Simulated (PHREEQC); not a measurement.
A solution holds 0.016 mol/kgw H3AsO4, at 25 °C. Closed to the air; pH follows from the charge balance.

All values are PHREEQC results (ion-association model, wateq4f.dat), not measurements.

pH: 2.18
ionic strength: 0.00722 mol/kgw
total alkalinity: -16.0 meq/kg

```json
[
 {"species": "H3AsO4", "molality": "0.00878", "activity": "0.00879", "log γ": "0.001"},
 {"species": "H+", "molality": "0.00722", "activity": "0.00667", "log γ": "-0.035"},
 {"species": "H2AsO4-", "molality": "0.00722", "activity": "0.00661", "log γ": "-0.039"},
 {"species": "HAsO4-2", "molality": "9.80e-8", "activity": "6.85e-8", "log γ": "-0.155"}
]
```

No solid was allowed to form. Complexes and solids missing from the database can't appear.
